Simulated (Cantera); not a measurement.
Metals in furnace atmospheres: Pb + CO + H2

Input: 1 mol Pb, 3.4 mol CO, 35 mol H2, held at 825 °C and 0.00130 bar.

These are equilibrium values from Cantera (NASA tables, ideal gas, pure condensed phases), not measurements of a reactor. Candidate condensed phases: C, C6H6, C7H8, C8H18, H2O, Pb, PbO, PbO2, Pb3O4; 113 gas species. The numbers say what is thermodynamically allowed, not how fast it happens.

```
Item                                       Result
--------------------------------------  ---------
x(H2)                                       0.888
x(CO)                                      0.0863
x(Pb)                                      0.0254
x(CH4)                                    1.94e-5
x(H2O)                                    1.77e-5
x(CO2)                                    1.70e-6
gas amount                              39.40 mol
log10 activity of C(graphite) (absent)      -0.29
log10 activity of Pb(l) (absent)            -0.55
log10 activity of PbO2(s) (absent)         -24.92
```
